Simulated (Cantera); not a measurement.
An isothermal, constant-pressure homogeneous reactor starts with CH₄ : CO₂ : H₂ = 1 : 2.4 : 0.61 (molar parts), at 1600 K and 1200 Torr.

Computed with Cantera and GRI-Mech 3.0 (53 species, 325 reactions).

One state of this run: x CH₄ = 0.242; x CO₂ = 0.589; x H₂ = 0.152; x HCO = 3.10e-9; x O = 8.10e-12; x CH₂CO = 2.16e-7; x H₂O = 0.00699. x: mole fraction; the columns are a selection and need not sum to one.

Q: Which value of t (s) does it belong to?
(A) 0.328
(B) 0.0632
(C) 0.00236
(D) 0.00104

A: C, 0.00236
